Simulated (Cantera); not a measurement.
Feed: 1 mol TiCl4, 1.5 mol CH4, 53 mol H2, held at 1502 °C and 16.0 mbar.

Method: chemical equilibrium by Gibbs-energy minimisation in Cantera with the NASA 1993 tables (ideal gas, pure condensed phases). Candidate condensed phases: C, C6H6, C7H8, C8H18, Ti, TiC, TiCl2, TiCl3, TiCl4; 96 gas species. TiC: taken at fixed stoichiometry. Kinetics and transport are ignored.

Problem. What is the equilibrium state?

Solution. 
```
Property                                 Value
-----------------------------------  ---------
x(H2)                                    0.929
x(HCl)                                  0.0687
x(H)                                   0.00221
x(C2H2 (acetylene))                   0.000132
x(Cl)                                 0.000125
x(CH4)                                 1.16e-5
x(TiCl3)                               6.45e-6
x(TiCl2)                               5.48e-6
n(C(graphite))                       0.485 mol
n(TiC(s))                            0.999 mol
gas amount                           58.07 mol
log10 activity of Ti(β) (absent)         -4.76
log10 activity of TiCl4(l) (absent)     -11.10
```
